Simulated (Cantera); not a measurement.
Ignition delay

Mixture: 8.68 % CH3OH, 13.5 % O2, 73.3 % N2, 4.51 % H2O, equivalence ratio 0.96, at 170000 Pa, adiabatic and at constant volume. Ignition delay is the time to a rise of 400 K.

Cantera simulation using GRI-Mech 3.0 (53 species, 325 reactions); the numbers are that mechanism's predictions, not measurements. GRI-Mech 3.0 was tuned for natural gas; its chemistry of methanol as a main component is partial and can be far from experiment.

```tsv
T0 (K)	delay (ms)
1298	1.30
1348	0.670
1398	0.366
1448	0.211
1498	0.128
1548	0.0806
1598	0.0529
1648	0.0358
```

The apparent activation energy between 1548 and 1648 K comes out as 170 kJ/mol.
